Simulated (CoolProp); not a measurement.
Computed with CoolProp (reference Helmholtz-energy equation of state, Lemmon 2006). It is a short technical equation, of lower accuracy than the large ones.

For acetone, give the phase and the Z, cp (kJ/(kg K)), cv (kJ/(kg K)), isothermal compressibility (1/MPa) at 550 K and 8800 kPa; 550 K and 11700 kPa.


- 550 K and 8800 kPa: supercritical; Z 0.325, cp 4.54, cv 2.18, isothermal compressibility 0.138
- 550 K and 11700 kPa: supercritical; Z 0.351, cp 3.39, cv 2.11, isothermal compressibility 0.0397
